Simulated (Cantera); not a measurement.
Feed: 1 mol SiH2Cl2, 0.22 mol CH4, 67 mol H2, held at 14000 Pa.

These are equilibrium values from Cantera (NASA tables, ideal gas, pure condensed phases), not measurements of a reactor. Candidate condensed phases: C, C6H6, C7H8, C8H18, Si, SiC; 109 gas species. Mutual solubility and eutectic melting of coexisting phases are not modelled. The tables' values for SiCl are old estimates; treat these amounts as uncertain. Gases not in the tables: Si2H6 and higher silanes. Kinetics and transport are ignored. All values below are at 1998 K.

Base state: H2 0.968, HCl 0.0254, H 0.00422, SiCl2 0.00159, Si 0.000304, SiH2 0.000102, SiCl 8.79e-5, Cl 8.23e-5 (mole fractions); condensed: Si(l) + SiC(s).

Question: What changes in the equilibrium state with this change: pressure from 14000 Pa to 100000 Pa?

Answer: 
| species | before | after |
|---|---|---|
| H2 | 0.968 | 0.971 |
| HCl | 0.0254 | 0.0255 |
| SiCl2 | 0.00159 | 0.00160 |
| H | 0.00422 | 0.00158 |
| Si | 0.000304 | 4.25e-5 |
| CH4 | 3.05e-6 | 2.19e-5 |
| SiH | 7.62e-5 | 2.86e-5 |
| Si(l), mol | 0.628 | 0.655 |
| SiC(s), mol | 0.219 | 0.218 |
